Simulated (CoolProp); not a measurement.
Propane along the isotherm 64.85 °C: Z from the reference equation and from simpler models built on Tc = 96.7 °C, pc = 4251 kPa, ω = 0.152; each cubic takes its own stable root.

Model: reference Helmholtz-energy equation of state, Lemmon 2009, in CoolProp.

```csv
p (kPa),phase,reference
2130,gas,0.7025
4250,liquid,0.1544
6380,liquid,0.2253
8500,liquid,0.2938
10600,liquid,0.3600
12800,liquid,0.4279
14900,liquid,0.4916
17000,liquid,0.5543
19100,liquid,0.6162
21300,liquid,0.6802
```

### Question
How far does each simpler model (van der Waals, Redlich-Kwong) lie from the reference over these 10 states: mean and median of the absolute difference, and the worst?

### Answer
- van der Waals: mean 40.0 %, median 41.3 %, worst +53.0 % at 64.85 °C and 4250 kPa
- Redlich-Kwong: mean 8.2 %, median 7.5 %, worst +15.2 % at 64.85 °C and 4250 kPa
